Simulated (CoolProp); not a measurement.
Values from CoolProp's reference Helmholtz-energy equation of state, Gao 2020.

Q: Give the vapour pressure (MPa), vapour density (kg/m³), liquid viscosity (µPa s), liquid conductivity (mW/(m K)) of saturated ammonia at 30.05, 39.15, 84.65 °C.

A: 
| T (°C) | p (MPa) | vapour density (kg/m³) | liquid viscosity (µPa s) | liquid conductivity (mW/(m K)) |
|---|---|---|---|---|
| 30.05 | 1.17 | 9.06 | 126 | 472 |
| 39.15 | 1.52 | 11.7 | 115 | 446 |
| 84.65 | 4.58 | 38.1 | 74.5 | 325 |

Viscosity comes from a separate model (Fenghour 1995). Thermal conductivity comes from a separate model (Tufeu 1984).
